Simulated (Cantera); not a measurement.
Charge: 1 mol MgO, 2.7 mol CO, 13 mol H₂, equilibrated at 1 atm.

Cantera equilibrium calculation (NASA polynomials, part measured and part estimated; ideal gas, pure solids and liquids). Candidate condensed phases: C, C₆H₆, C₇H₈, C₈H₁₈, H₂O, Mg, MgCO₃, MgO, Mg(OH)₂; 116 gas species. The tables' values for MgH are old estimates; treat these amounts as uncertain. Rates play no part.

log p: log10 of the partial pressure in bar; n: condensed amount in mol.

| T (K) | log p H₂ | log p CO | log p CH₄ | log p H₂O | log p CO₂ | log p Mg | n MgO(s) |
|---|---|---|---|---|---|---|---|
| 1023 | -0.10 | -0.86 | -1.38 | -1.47 | -2.11 | <-11 | 1.00 |
| 1173 | -0.08 | -0.78 | ? | ? | ? | ? | 1.00 |
| 1323 | -0.08 | -0.76 | -2.63 | -2.67 | -3.63 | -8.67 | 1.00 |
| 1473 | -0.08 | -0.76 | ? | ? | ? | ? | 1.000 |
| 1623 | -0.08 | -0.76 | -3.49 | -3.45 | -4.63 | -4.35 | 0.999 |
| 1773 | -0.08 | -0.76 | -4.31 | -3.24 | -4.49 | -3.26 | 0.991 |
| 1923 | -0.08 | -0.76 | -5.36 | -2.70 | -4.02 | -2.69 | 0.968 |

**Question.** Complete the blanks.

**Answer.** 
- 1473, log p CH₄: -3.08
- 1473, log p H₂O: -3.12
- 1473, log p CO₂: -4.19
- 1473, log p Mg: -6.27
- 1173, log p CH₄: -2.06
- 1173, log p H₂O: -2.12
- 1173, log p CO₂: -2.92
- 1173, log p Mg: -11.69
